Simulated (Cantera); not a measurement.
An isothermal, constant-pressure homogeneous reactor starts with CH₄ : H₂ : CO₂ = 0.015 : 1 : 0.021 (molar parts), at 1525 K and 10.00 Torr. Integrator tolerance rtol = 1e-08.

Model: GRI-Mech 3.0 (53 species, 325 reactions), integrated in Cantera. Radical loss at walls, strong at low pressure, is not modelled.

**Question.** What does this change do: temperature 1525 to 1350 K?

**Answer.** 
| quantity | before | after |
|---|---|---|
| x(CH₄) at 3.00 s | 0.0137 (gas-phase equilibrium 3.06e-9) | 0.0145 (gas-phase equilibrium 3.09e-8) |
| x(H₂) at 3.00 s | 0.950 (gas-phase equilibrium 0.960) | 0.965 (gas-phase equilibrium 0.961) |
| x(CO₂) at 3.00 s | 0.00441 (gas-phase equilibrium 7.24e-5) | 0.0197 (gas-phase equilibrium 9.87e-5) |
| x(C₂H₄) at 3.00 s | 8.18e-6 (gas-phase equilibrium <1e-12) | 8.80e-7 (gas-phase equilibrium <1e-12) |
| x(C₂H₂) at 3.00 s | 0.000337 (gas-phase equilibrium <1e-12) | 3.73e-7 (gas-phase equilibrium <1e-12) |
| x(CO) at 3.00 s | 0.0159 (gas-phase equilibrium 0.0337) | 0.000593 (gas-phase equilibrium 0.0337) |
| x(C₂H) at 3.00 s | 1.39e-10 (gas-phase equilibrium <1e-12) | <1e-12 (gas-phase equilibrium <1e-12) |

**Question.** What does this change do: temperature 1525 to 1750 K?

**Answer.** 
```tsv
quantity	before	after
x(CH₄) at 3.00 s	0.0137 (gas-phase equilibrium 3.06e-9)	0.00229 (gas-phase equilibrium 3.12e-10)
x(H₂) at 3.00 s	0.950 (gas-phase equilibrium 0.960)	0.950 (gas-phase equilibrium 0.959)
x(CO₂) at 3.00 s	0.00441 (gas-phase equilibrium 7.24e-5)	0.000115 (gas-phase equilibrium 5.41e-5)
x(C₂H₄) at 3.00 s	8.18e-6 (gas-phase equilibrium <1e-12)	3.14e-6 (gas-phase equilibrium <1e-12)
x(C₂H₂) at 3.00 s	0.000337 (gas-phase equilibrium <1e-12)	0.00545 (gas-phase equilibrium <1e-12)
x(CO) at 3.00 s	0.0159 (gas-phase equilibrium 0.0337)	0.0209 (gas-phase equilibrium 0.0337)
x(C₂H) at 3.00 s	1.39e-10 (gas-phase equilibrium <1e-12)	7.52e-8 (gas-phase equilibrium <1e-12)
```
